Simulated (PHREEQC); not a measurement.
Consider water at 55 °C and 50 atm with 120 mmol/kgw KOH and 54 mmol/kgw Al(NO3)3. Closed to the air; pH follows from the charge balance.

Computed with PHREEQC (ion-association model, phreeqc.dat).

This is a speciation only: nothing precipitates in the calculation.

**Question.** Estimate the pH, activity of water, ionic strength.

**Answer.** pH 5.37; activity of water 0.994; ionic strength 0.177 mol/kgw.

**Question.** In which forms is Al present?

**Answer.** Al(OH)2+ 66 %, Al(OH)4- 13 %, Al(OH)3 10 %, AlOH+2 9.8 %, Al+3 1.6 % of the Al.

Examples of supersaturated solids here: Gibbsite (slow to form). Others may be too. Species that the database lacks are ignored. Under pressure, the constants of complexes without a molar volume in the database are unreliable. At this temperature some constants are extrapolated from 25 °C, and those without enthalpy data are left unchanged.
